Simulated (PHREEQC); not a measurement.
0.13 g of hydrous ferric oxide (600 m²/g; 0.2 weak and 0.005 strong sites per Fe, Dzombak-Morel constants, diffuse double layer) in 1 kg of water with 0.01 mol/kgw of an inert sodium salt and 2.3e-05 mol/kgw Na2HAsO4 and 1.6e-05 mol/kgw MnCl2, at 25 °C; the pH is set by adding NaOH or the inert anion's acid. No oxygen is let in. No CO2 enters from the air. No solid was allowed to form.

Computed with PHREEQC (ion-association model, wateq4f.dat).

Question: Predict As sorbed (%), surface charge σ (C/m²), surface potential ψ (mV) at pH = 7, 11, 11.5.

Answer: 
```tsv
pH	As sorbed (%)	surface charge σ (C/m²)	surface potential ψ (mV)
7	100.0	0.011	41
11	6.0	-0.093	-139
11.5	1.5	-0.140	-155
```

The database has no arsenate complexes of Mn.
